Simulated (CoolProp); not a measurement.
C3F8 (R218) along the isobar 9.73 bar: density (kg/m³) from the reference equation and from simpler models built on Tc = 345.0 K, pc = 26.40 bar, ω = 0.317; each cubic takes its own stable root.

Computed with CoolProp (reference Helmholtz-energy equation of state, Lemmon 2006). It is a short technical equation, of lower accuracy than the large ones.

```csv
T (K),phase,reference
225.9,liquid,1656
240.5,liquid,1600
255,liquid,1541
269.6,liquid,1476
284.2,liquid,1405
298.7,liquid,1322
313.3,gas,88.95
327.8,gas,80.88
342.4,gas,74.77
356.9,gas,69.91
371.5,gas,65.83
386.1,gas,62.33
400.6,gas,59.30
415.2,gas,56.61
429.7,gas,54.21
```

Question: How far does each simpler model (van der Waals, Peng-Robinson) lie from the reference over these 15 states: mean and median of the absolute difference, and the worst?

Answer: 
- van der Waals: mean 23.5 %, median 3.4 %, worst -93.2 % at 298.7 K and 9.73 bar
- Peng-Robinson: mean 3.2 %, median 1.7 %, worst +7.3 % at 225.9 K and 9.73 bar

At some of these states van der Waals gives the other phase, because its saturation line lies elsewhere.
